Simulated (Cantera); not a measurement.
Input: 1 mol Fe2O3, 2.7 mol CO, at 1150 K and 0.00480 bar.

Method: chemical equilibrium by Gibbs-energy minimisation in Cantera with the NASA 1993 tables (ideal gas, pure condensed phases). Candidate condensed phases: C, Fe, Fe(CO)5, FeO, Fe2O3, Fe3O4; 15 gas species. The tables' stoichiometric FeO is somewhat more stable than real wüstite, so its field is too wide. FeO: taken at fixed stoichiometry. Kinetics and transport are ignored.

Base state: CO 0.630, CO2 0.370 (mole fractions); condensed: FeO(s).

Problem. What changes in the equilibrium state with this change: Fe2O3 replaced by SiO2?

Solution. 
```csv
species,before,after
CO,0.630,1.000
CO2,0.370,0.000189
"FeO(s), mol",2.00,0
"C(graphite), mol",0,0.000511
"SiO2(β-quartz), mol",0,1.00
```
The tables hold silica as quartz up to 1696 K and as liquid above; real silica turns to tridymite and cristobalite and melts near 1996 K. Further candidate phases: Si, SiC, SiO2.

Problem. What changes in the equilibrium state with this change: temperature from 1150 K to 2000 K?

Solution. 
```
species      before     after
-----------  ------  --------
CO            0.630     0.609
CO2           0.370     0.378
Fe            <1e-9    0.0126
FeO           <1e-9  0.000711
O2            <1e-9  0.000140
O             <1e-9  0.000114
FeO(s), mol    2.00         0
FeO(l), mol       0      1.96
```

Problem. What changes in the equilibrium state with this change: temperature from 1150 K to 2098 K?

Solution. 
| species | before | after |
|---|---|---|
| CO | 0.630 | 0.578 |
| CO2 | 0.370 | 0.386 |
| Fe | <1e-9 | 0.0312 |
| FeO | <1e-9 | 0.00256 |
| O2 | <1e-9 | 0.000774 |
| FeO(s), mol | 2.00 | 0 |
| FeO(l), mol | 0 | 1.91 |
